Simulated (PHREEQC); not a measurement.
Polishing slurry liquid (model solution)

Dissolve 140 mmol/kgw K2CO3, 0.55 mmol/kgw H4SiO4 and 0.96 mmol/kgw KH2PO4 at 49 °C. Closed to the air; pH follows from the charge balance.

Equilibrium calculation in PHREEQC: ion-association model, phreeqc.dat.

This is a speciation only: nothing precipitates in the calculation.

**Question.** What pH does the model give?

**Answer.** pH 10.90.

**Question.** In which forms is P present?

**Answer.** HPO4-2 60 %, PO4-3 34 %, KHPO4- 6.6 % of the P.

Constants without temperature data keep their 25 °C values here.
